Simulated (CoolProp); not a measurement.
Vapour-liquid equilibrium of diethyl ether (1) + acetone (2) at 0.317 bar; x and y are mole fractions of (1).

Model: multi-fluid Helmholtz-energy mixture model, Thol 2014 and Lemmon 2006; pair parameters Bell 2016, in CoolProp.

### Question
Give the bubble temperature and the first vapour's composition at x = 0.15, 0.55, 0.95. Is there an azeotrope?

### Answer
x = 0.15: 291.1 K, y = 0.390; x = 0.55: 281.4 K, y = 0.758; x = 0.95: 278.6 K, y = 0.956. No azeotrope shows between x = 0.05 and 0.95.

Pair parameters are fitted to limited data, so mixtures are less certain than the pure fluids.
